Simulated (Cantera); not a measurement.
**Stirred combustor or abatement burner**

A perfectly stirred reactor is fed with 5.90 % CH4, 17.4 % O2, 65.5 % N2, 11.2 % CO2, equivalence ratio 0.68, at 5.00 bar; it is adiabatic with a 523 K inlet, and is followed from long to short residence time, starting on the burning branch (τ in s: 0.47, 0.16, 0.057, 0.02, 0.0069, 0.0024, 0.00084, 0.00029, 0.0001, 3.6e-05, 1.3e-05, 4.4e-06).

Detailed kinetics in Cantera: GRI-Mech 3.0 (53 species, 325 reactions).

```json
[
 {"τ (s)": "0.47", "T (K)": "1762", "x CH4": "2.17e-6", "x O2": "0.0554", "x CO2": "0.171", "x NO": "1.71e-5", "x OH": "0.000325", "x CH2O": "2.27e-7", "x HO2": "7.23e-7"},
 {"τ (s)": "0.16", "T (K)": "1761", "x CH4": "5.27e-6", "x O2": "0.0555", "x CO2": "0.171", "x NO": "9.31e-6", "x OH": "0.000378", "x CH2O": "5.66e-7", "x HO2": "9.83e-7"},
 {"τ (s)": "0.057", "T (K)": "1759", "x CH4": "1.14e-5", "x O2": "0.0555", "x CO2": "0.171", "x NO": "6.69e-6", "x OH": "0.000469", "x CH2O": "1.27e-6", "x HO2": "1.58e-6"},
 {"τ (s)": "0.020", "T (K)": "1756", "x CH4": "2.37e-5", "x O2": "0.0557", "x CO2": "0.170", "x NO": "5.82e-6", "x OH": "0.000605", "x CH2O": "2.75e-6", "x HO2": "2.90e-6"},
 {"τ (s)": "0.0069", "T (K)": "1749", "x CH4": "4.94e-5", "x O2": "0.0560", "x CO2": "0.170", "x NO": "5.50e-6", "x OH": "0.000792", "x CH2O": "5.95e-6", "x HO2": "5.75e-6"},
 {"τ (s)": "0.0024", "T (K)": "1736", "x CH4": "0.000105", "x O2": "0.0568", "x CO2": "0.168", "x NO": "4.92e-6", "x OH": "0.00101", "x CH2O": "1.29e-5", "x HO2": "1.17e-5"},
 {"τ (s)": "0.00084", "T (K)": "1711", "x CH4": "0.000238", "x O2": "0.0585", "x CO2": "0.165", "x NO": "3.77e-6", "x OH": "0.00121", "x CH2O": "2.90e-5", "x HO2": "2.43e-5"},
 {"τ (s)": "0.00029", "T (K)": "1638", "x CH4": "0.000823", "x O2": "0.0639", "x CO2": "0.156", "x NO": "1.66e-6", "x OH": "0.000987", "x CH2O": "9.08e-5", "x HO2": "6.22e-5"},
 {"τ (s)": "0.00010", "T (K)": "523", "x CH4": "0.0590", "x O2": "0.174", "x CO2": "0.112", "x NO": "<1e-12", "x OH": "<1e-12", "x CH2O": "<1e-12", "x HO2": "<1e-12"},
 {"τ (s)": "3.6e-5", "T (K)": "523", "x CH4": "0.0590", "x O2": "0.174", "x CO2": "0.112", "x NO": "<1e-12", "x OH": "<1e-12", "x CH2O": "<1e-12", "x HO2": "<1e-12"},
 {"τ (s)": "1.3e-5", "T (K)": "523", "x CH4": "0.0590", "x O2": "0.174", "x CO2": "0.112", "x NO": "<1e-12", "x OH": "<1e-12", "x CH2O": "<1e-12", "x HO2": "<1e-12"},
 {"τ (s)": "4.4e-6", "T (K)": "523", "x CH4": "0.0590", "x O2": "0.174", "x CO2": "0.112", "x NO": "<1e-12", "x OH": "<1e-12", "x CH2O": "<1e-12", "x HO2": "<1e-12"}
]
```
x: mole fraction; the columns are a selection and need not sum to one.
